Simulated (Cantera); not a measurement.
A closed system holds: 1 mol CH₃SiCl₃, 0.039 mol C₃H₈, 1.5 mol H₂, at 25.0 mbar.

Cantera equilibrium calculation (NASA polynomials, part measured and part estimated; ideal gas, pure solids and liquids). Candidate condensed phases: C, C₆H₆, C₇H₈, C₈H₁₈, Si, SiC; 109 gas species. The feed counts by its element totals alone. Gases not in the tables: Si₂H₆ and higher silanes. Rates play no part.

Question: What share of the Si ends up in condensed phases as a function of T (K), at 1200, 1350, 1500, 1650, 1800, 1950, 2100, 2250?

Answer: 
```csv
T (K),Si condensed (%),as
1200,67.8,SiC(s)
1350,81.4,SiC(s)
1500,84.9,SiC(s)
1650,81.1,SiC(s)
1800,74.6,SiC(s)
1950,67.5,SiC(s)
2100,60.4,SiC(s)
2250,52.5,SiC(s)
```
